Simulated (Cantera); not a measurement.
Charge: 1 mol MgO, 1.8 mol NF₃, 2 mol H₂, held at 0.000500 bar.

These are equilibrium values from Cantera (NASA tables, ideal gas, pure condensed phases), not measurements of a reactor. Candidate condensed phases: H₂O, Mg, MgF₂, MgO, Mg(OH)₂; 50 gas species. Mutual solubility and eutectic melting of coexisting phases are not modelled. The numbers say what is thermodynamically allowed, not how fast it happens.

log p: log10 of the partial pressure in bar; n: condensed amount in mol.

| T (K) | log p HF | log p N₂ | log p MgF₂ | log p O₂ | log p H₂O | n MgF₂(s) | n MgO(s) |
|---|---|---|---|---|---|---|---|
| 1273 | -3.46 | -4.04 | -6.58 | -4.45 | -4.52 | 0.997 | ? |
| 1373 | -3.44 | -4.06 | -5.46 | -4.47 | -5.04 | 0.758 | ? |
| 1473 | -3.45 | -4.09 | -4.49 | -4.50 | -5.62 | 0.369 | 0.273 |
| 1573 | -3.48 | -4.12 | -4.21 | -4.53 | -5.60 | 0 | 0.270 |
| 1673 | -3.49 | -4.12 | -4.20 | -4.54 | -5.31 | 0 | ? |
| 1773 | -3.50 | -4.12 | -4.17 | -4.54 | -5.08 | 0 | ? |
| 1873 | -3.51 | -4.12 | -4.14 | -4.55 | -4.89 | 0 | ? |
| 1973 | -3.54 | -4.13 | -4.11 | -4.55 | -4.75 | 0 | ? |

Problem. Complete the blanks.

Solution. 
- 1273, n MgO(s): 0
- 1373, n MgO(s): 0.206
- 1673, n MgO(s): 0.241
- 1773, n MgO(s): 0.196
- 1873, n MgO(s): 0.132
- 1973, n MgO(s): 0.0395
